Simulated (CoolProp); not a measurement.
A single-stage vapour-compression cycle with ethane: evaporating at 218.15 K (dew point), condensing at 259.15 K (bubble point), superheat 8 K, subcooling 2 K, compressor efficiency 0.65, no pressure losses. Each further row changes one setting.

Values from CoolProp's reference Helmholtz-energy equation of state, Bücker 2006.

```csv
case,cooling COP,pressure ratio,discharge temperature (K),refrigerating effect (kJ/kg),volumetric capacity (kJ/m³)
as stated,2.73,3.64,312.2,341,2740
evaporating temperature 223.15 K,3.25,3.03,305.4,346,3310
condensing temperature 254.15 K,3.22,3.18,302.9,357,2870
subcooling 7 K,2.85,3.64,312.2,357,2870
superheat 18 K,2.71,3.64,323.8,358,2720
compressor efficiency 0.55,2.31,3.64,323.3,341,2740
```
